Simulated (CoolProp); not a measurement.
Toluene along the isotherm 481.4 K: density (kg/m³) from the reference equation and from simpler models built on Tc = 591.7 K, pc = 4.126 MPa, ω = 0.266; each cubic takes its own stable root.

Computed with CoolProp (reference Helmholtz-energy equation of state, Lemmon 2006). It is a short technical equation, of lower accuracy than the large ones.

| p (MPa) | phase | reference |
|---|---|---|
| 0.774 | gas | 21.15 |
| 1.55 | liquid | 667.7 |
| 2.32 | liquid | 670.4 |
| 3.09 | liquid | 673.0 |
| 3.87 | liquid | 675.6 |
| 4.64 | liquid | 678.1 |
| 5.42 | liquid | 680.4 |
| 6.19 | liquid | 682.7 |

Problem. How far does each simpler model (van der Waals, Redlich-Kwong) lie from the reference over these 8 states: mean and median of the absolute difference, and the worst?

Solution. 
- van der Waals: mean 41.8 %, median 39.1 %, worst -93.1 % at 481.4 K and 1.55 MPa
- Redlich-Kwong: mean 14.0 %, median 15.2 %, worst -17.0 % at 481.4 K and 1.55 MPa

At some of these states van der Waals gives the other phase, because its saturation line lies elsewhere.
